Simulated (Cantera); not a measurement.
An adiabatic, constant-pressure homogeneous reactor starts with CH₃OH : O₂ : N₂ : CO₂ = 1 : 0.938 : 3.52 : 0.25 (molar parts), equivalence ratio 1.6, at 1423 K and 2500000 Pa. Integrator tolerance rtol = 1e-08.

Detailed kinetics in Cantera: GRI-Mech 3.0 (53 species, 325 reactions). GRI-Mech 3.0 was tuned for natural gas; its chemistry of methanol as a main component is partial and can be far from experiment. The pressure lies above the range GRI-Mech 3.0 was tuned for (to about 10 atm).

### Question
What does this change do: initial temperature 1423 to 1573 K?

### Answer
```tsv
quantity	before	after
time of steepest temperature rise	31.8 µs	7.23 µs
temperature at 2.00 s	2701 K	2813 K
equilibrium temperature	2701 K	2813 K
x(CH₃OH) at 2.00 s	2.37e-12 (gas-phase equilibrium 2.45e-12)	2.01e-12 (gas-phase equilibrium 2.08e-12)
x(O₂) at 2.00 s	0.000163 (gas-phase equilibrium 0.000163)	0.000395 (gas-phase equilibrium 0.000395)
x(CO₂) at 2.00 s	0.0720 (gas-phase equilibrium 0.0720)	0.0701 (gas-phase equilibrium 0.0701)
x(C₂H) at 2.00 s	<1e-12 (gas-phase equilibrium <1e-12)	<1e-12 (gas-phase equilibrium <1e-12)
x(CH₂) at 2.00 s	5.31e-12 (gas-phase equilibrium 5.77e-12)	8.34e-12 (gas-phase equilibrium 9.03e-12)
```
